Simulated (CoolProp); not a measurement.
R236EA at several states: Z from the reference equation and from simpler models built on Tc = 139.3 °C, pc = 3.414 MPa, ω = 0.368; each cubic takes its own stable root.

Values from CoolProp's reference Helmholtz-energy equation of state, Rui 2013.

| T (°C) | p (MPa) | phase | reference | van der Waals | Redlich-Kwong | Peng-Robinson |
|---|---|---|---|---|---|---|
| 8.35 | 1.33 | liquid | ? | ? | ? | 0.05640 |
| 91.45 | 2.54 | liquid | ? | 0.1794 | 0.1312 | 0.1082 |
| 50.65 | 0.634 | liquid | ? | 0.8918 | ? | 0.02613 |

Task: Fill in the missing entries.

Result: 
- 8.35, reference: 0.05830
- 8.35, van der Waals: 0.09769
- 8.35, Redlich-Kwong: 0.06728
- 91.45, reference: 0.1073
- 50.65, reference: 0.02670
- 50.65, Redlich-Kwong: 0.8592

At some of these states van der Waals, Redlich-Kwong gives the other phase, because its saturation line lies elsewhere.
